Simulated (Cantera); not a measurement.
A perfectly stirred reactor is fed with 19.0 % CH4, 77.8 % H2O, 3.23 % H2, at 3.65 atm; it is held at 1573 K, and followed from long to short residence time.

Computed with Cantera and GRI-Mech 3.0 (53 species, 325 reactions).

One state of this run: x CH4 = 0.178; x H2O = 0.772; x H2 = 0.0441; x C2H2 = 0.00232; x O2 = 6.74e-11; x OH = 1.40e-6; x C2H4 = 0.00187. x: mole fraction; the columns are a selection and need not sum to one.

Question: Which value of τ (s) does it belong to?
(A) 0.19
(B) 0.035
(C) 0.0028
(D) 0.0064

Answer: C, 0.0028
